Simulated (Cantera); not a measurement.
A closed system holds: 1 mol SiHCl3, 0.53 mol NH3, 97 mol H2, at 0.720 Torr.

Equilibrium computed with Cantera from the NASA thermochemical tables; the gas is ideal and each condensed phase is pure. Candidate condensed phases: NH4Cl, Si, Si3N4; 28 gas species. The tables' values for SiCl are old estimates; treat these amounts as uncertain. Gases not in the tables: Si2H6 and higher silanes. Kinetics and transport are ignored. All values below are at 1702 °C.

Base state: H2 0.918, H 0.0423, HCl 0.0269, Si 0.00867, N2 0.00257, Cl 0.000926, SiCl2 0.000501, SiCl 0.000253 (mole fractions); condensed: gas only.

### Question
What changes in the equilibrium state with this change: pressure from 0.720 Torr to 97.5 Torr?

### Answer
```csv
species,before,after
H2,0.918,0.965
HCl,0.0269,0.0262
H,0.0423,0.00373
Si,0.00867,0.000249
SiCl2,0.000501,0.00176
Cl,0.000926,7.57e-5
Si2,2.18e-5,2.42e-6
SiH2,2.17e-5,8.87e-5
"Si(l), mol",0,0.774
```
